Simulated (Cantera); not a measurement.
Input: 1 mol Ti(OiPr)₄, 150 mol H₂, 1 mol CH₄, held at 1.88 Torr.

These are equilibrium values from Cantera (NASA tables, ideal gas, pure condensed phases), not measurements of a reactor. Candidate condensed phases: C, C₆H₆, C₇H₈, C₈H₁₈, H₂O, Ti, TiC, TiO, TiO₂, Ti₂O₃, Ti₃O₅, Ti₄O₇; 113 gas species. The feed counts by its element totals alone. TiC: taken at fixed stoichiometry. Equilibrium is a limit: real reactors are often held back by kinetics, nucleation or transport.

Question: At 1748 K, list the 4 most abundant gas species with their mole fractions, and the condensed phases.

Answer: H₂ 0.972, CO 0.0235, H 0.00450, C₂H₂ (acetylene) 0.000110. Condensed: C(graphite) + TiC(s).
